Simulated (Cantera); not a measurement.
An adiabatic, constant-volume homogeneous reactor starts with CH4 : CO : O2 : N2 = 1 : 0.64 : 4.94 : 18.6 (molar parts), at 1650 K and 1.00 bar. Integrator tolerance rtol = 1e-08.

Detailed kinetics in Cantera: GRI-Mech 3.0 (53 species, 325 reactions).

Task: What does this change do: initial temperature 1650 to 1600 K?

Result: 
| quantity | before | after |
|---|---|---|
| time of steepest temperature rise | 0.260 ms | 0.370 ms |
| temperature at 1.00 s | 2631 K | 2608 K |
| equilibrium temperature | 2631 K | 2608 K |
| x(CH4) at 1.00 s | <1e-12 (gas-phase equilibrium <1e-12) | <1e-12 (gas-phase equilibrium <1e-12) |
| x(CO) at 1.00 s | 0.0101 (gas-phase equilibrium 0.0101) | 0.00911 (gas-phase equilibrium 0.00911) |
| x(O2) at 1.00 s | 0.0946 (gas-phase equilibrium 0.0946) | 0.0949 (gas-phase equilibrium 0.0949) |
| x(CH2O) at 1.00 s | 1.28e-11 (gas-phase equilibrium 1.28e-11) | 1.06e-11 (gas-phase equilibrium 1.06e-11) |
| x(CH2) at 1.00 s | <1e-12 (gas-phase equilibrium <1e-12) | <1e-12 (gas-phase equilibrium <1e-12) |
| x(CO2) at 1.00 s | 0.0549 (gas-phase equilibrium 0.0549) | 0.0560 (gas-phase equilibrium 0.0560) |
| x(C2H2) at 1.00 s | <1e-12 (gas-phase equilibrium <1e-12) | <1e-12 (gas-phase equilibrium <1e-12) |

Task: What does this change do: initial temperature 1650 to 1200 K?

Result: 
| quantity | before | after |
|---|---|---|
| time of steepest temperature rise | 0.260 ms | 30.0 ms |
| temperature at 1.00 s | 2631 K | 2392 K |
| equilibrium temperature | 2631 K | 2392 K |
| x(CH4) at 1.00 s | <1e-12 (gas-phase equilibrium <1e-12) | <1e-12 (gas-phase equilibrium <1e-12) |
| x(CO) at 1.00 s | 0.0101 (gas-phase equilibrium 0.0101) | 0.00290 (gas-phase equilibrium 0.00290) |
| x(O2) at 1.00 s | 0.0946 (gas-phase equilibrium 0.0946) | 0.0980 (gas-phase equilibrium 0.0980) |
| x(CH2O) at 1.00 s | 1.28e-11 (gas-phase equilibrium 1.28e-11) | 1.38e-12 (gas-phase equilibrium 1.38e-12) |
| x(CH2) at 1.00 s | <1e-12 (gas-phase equilibrium <1e-12) | <1e-12 (gas-phase equilibrium <1e-12) |
| x(CO2) at 1.00 s | 0.0549 (gas-phase equilibrium 0.0549) | 0.0628 (gas-phase equilibrium 0.0628) |
| x(C2H2) at 1.00 s | <1e-12 (gas-phase equilibrium <1e-12) | <1e-12 (gas-phase equilibrium <1e-12) |

Task: What does this change do: initial temperature 1650 to 1748 K?

Result: 
| quantity | before | after |
|---|---|---|
| time of steepest temperature rise | 0.260 ms | 0.139 ms |
| temperature at 1.00 s | 2631 K | 2674 K |
| equilibrium temperature | 2631 K | 2674 K |
| x(CH4) at 1.00 s | <1e-12 (gas-phase equilibrium <1e-12) | <1e-12 (gas-phase equilibrium <1e-12) |
| x(CO) at 1.00 s | 0.0101 (gas-phase equilibrium 0.0101) | 0.0122 (gas-phase equilibrium 0.0122) |
| x(O2) at 1.00 s | 0.0946 (gas-phase equilibrium 0.0946) | 0.0939 (gas-phase equilibrium 0.0939) |
| x(CH2O) at 1.00 s | 1.28e-11 (gas-phase equilibrium 1.28e-11) | 1.78e-11 (gas-phase equilibrium 1.78e-11) |
| x(CH2) at 1.00 s | <1e-12 (gas-phase equilibrium <1e-12) | <1e-12 (gas-phase equilibrium <1e-12) |
| x(CO2) at 1.00 s | 0.0549 (gas-phase equilibrium 0.0549) | 0.0527 (gas-phase equilibrium 0.0527) |
| x(C2H2) at 1.00 s | <1e-12 (gas-phase equilibrium <1e-12) | <1e-12 (gas-phase equilibrium <1e-12) |
